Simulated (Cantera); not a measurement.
A Cantera script and its output.

```python
import numpy as np
import cantera as ct

gas = ct.Solution("gri30.yaml")
gas.TPX = 550, 630000, {'CH4': 1, 'C2H6': 0.27, 'O2': 3.51, 'N2': 13.2}
flame = ct.FreeFlame(gas, width=0.011)
flame.set_refine_criteria(ratio=3, slope=0.08, curve=0.16)
flame.transport_model = "mixture-averaged"
flame.solve(loglevel=0, auto=True)
flame.transport_model = "multicomponent"
flame.soret_enabled = False
flame.solve(loglevel=0, refine_grid=True)
z, T = flame.grid, flame.T
thick = (T[-1] - T[0]) / np.gradient(T, z).max()
show = ['CH4', 'C2H6', 'O2', 'C2H2', 'HCN', 'HCO']
print(f"laminar burning velocity  {flame.velocity[0] * 100:.3f} cm/s")
print(f"burnt temperature         {T[-1]:.1f} K")
print(f"thermal thickness         {thick * 1e3:.4f} mm")
print(f"grid points               {len(z)}")
z0 = z[flame.heat_release_rate.argmax()]
print(f"{'z/mm':>9s}{'T/K':>9s}{'u/(m/s)':>9s}" + "".join(f"{s:>11s}" for s in show))
rows = []
for k in (-3, -2, -1.5, -1, -0.5, -0.25, 0, 0.25, 0.5, 1, 2, 4, 8):
    zz = z0 + k * thick
    rows.append([k * thick, np.interp(zz, z, T), np.interp(zz, z, flame.velocity),
                 *(np.interp(zz, z, flame.X[gas.species_index(s)]) for s in show)])
    print(f"{rows[-1][0] * 1e3:9.3f}{rows[-1][1]:9.1f}{rows[-1][2]:9.3f}" + "".join(f"{x:11.3e}" for x in rows[-1][3:]))
```

It prints:

```
laminar burning velocity  52.798 cm/s
burnt temperature         2251.6 K
thermal thickness         0.0920 mm
grid points               146
     z/mm      T/K  u/(m/s)        CH4       C2H6         O2       C2H2        HCN        HCO
   -0.276    550.6    0.529  5.556e-02  1.501e-02  1.950e-01  1.945e-08  6.914e-11  1.420e-18
   -0.184    555.8    0.534  5.528e-02  1.498e-02  1.945e-01  2.741e-07  1.010e-09  4.780e-16
   -0.138    571.3    0.550  5.459e-02  1.491e-02  1.930e-01  1.259e-06  4.724e-09  1.466e-14
   -0.092    655.6    0.634  5.116e-02  1.438e-02  1.858e-01  9.215e-06  3.541e-08  1.135e-11
   -0.046   1048.2    1.027  3.542e-02  9.664e-03  1.499e-01  7.238e-05  2.763e-07  1.397e-07
   -0.023   1434.7    1.416  1.928e-02  3.620e-03  1.110e-01  1.680e-04  6.239e-07  5.570e-06
    0.000   1812.2    1.796  4.009e-03  1.394e-04  6.886e-02  2.043e-04  1.140e-06  2.063e-05
    0.023   1982.3    1.956  1.795e-04  1.382e-07  4.768e-02  1.547e-05  7.711e-07  3.845e-06
    0.046   2058.0    2.020  4.419e-06  6.560e-11  4.080e-02  2.723e-07  2.293e-07  1.597e-07
    0.092   2140.1    2.089  6.119e-09  6.687e-16  3.605e-02  2.136e-10  2.109e-08  1.117e-08
    0.184   2205.5    2.145  3.142e-13 -9.171e-18  3.313e-02  7.800e-15  5.882e-10  2.107e-09
    0.368   2240.1    2.174  1.048e-14 -2.246e-18  3.174e-02 -1.271e-16  1.141e-11  4.098e-10
    0.736   2251.2    2.183  1.002e-15  1.091e-19  3.131e-02 -2.392e-19  9.910e-13  1.739e-10
```

Computed with Cantera and GRI-Mech 3.0 (53 species, 325 reactions). Burning velocities carry a grid error of a few per cent, more on coarse grids.
